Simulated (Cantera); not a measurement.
CuO + CH₄ + H₂ + C (carbothermic reduction)

A closed system holds: 1 mol CuO, 1.8 mol CH₄, 6.3 mol H₂, 0.8 mol C, at 180000 Pa.

Cantera equilibrium calculation (NASA polynomials, part measured and part estimated; ideal gas, pure solids and liquids). Candidate condensed phases: C, C₆H₆, C₇H₈, C₈H₁₈, Cu, CuO, Cu(OH)₂, Cu₂O, H₂O; 113 gas species. Kinetics and transport are ignored.

```json
[
 {"T (K)": "925", "x H₂": "0.694", "x CH₄": "0.197", "x CO": "0.0359", "x H₂O": "0.0667", "n C(graphite)": "0.545", "n Cu(s)": "1.00", "n Cu(l)": "0"},
 {"T (K)": "1075", "x H₂": "0.845", "x CH₄": "0.0580", "x CO": "0.0801", "x H₂O": "0.0154", "n C(graphite)": "1.18", "n Cu(s)": "1.00", "n Cu(l)": "0"},
 {"T (K)": "1225", "x H₂": "0.888", "x CH₄": "0.0186", "x CO": "0.0905", "x H₂O": "0.00284", "n C(graphite)": "1.43", "n Cu(s)": "1.00", "n Cu(l)": "0"},
 {"T (K)": "1375", "x H₂": "0.900", "x CH₄": "0.00726", "x CO": "0.0917", "x H₂O": "0.000684", "n C(graphite)": "1.53", "n Cu(s)": "0", "n Cu(l)": "1.000"},
 {"T (K)": "1525", "x H₂": "0.905", "x CH₄": "0.00336", "x CO": "0.0918", "x H₂O": "0.000215", "n C(graphite)": "1.57", "n Cu(s)": "0", "n Cu(l)": "1.000"},
 {"T (K)": "1675", "x H₂": "0.906", "x CH₄": "0.00178", "x CO": "0.0918", "x H₂O": "8.33e-5", "n C(graphite)": "1.58", "n Cu(s)": "0", "n Cu(l)": "0.999"},
 {"T (K)": "1825", "x H₂": "0.906", "x CH₄": "0.00105", "x CO": "0.0918", "x H₂O": "3.78e-5", "n C(graphite)": "1.58", "n Cu(s)": "0", "n Cu(l)": "0.996"}
]
```
x: gas mole fraction; n: condensed amount in mol.

From 925 K to 1225 K the condensed part is C(graphite) + Cu(s). From 1375 K to 1825 K the condensed part is C(graphite) + Cu(l).
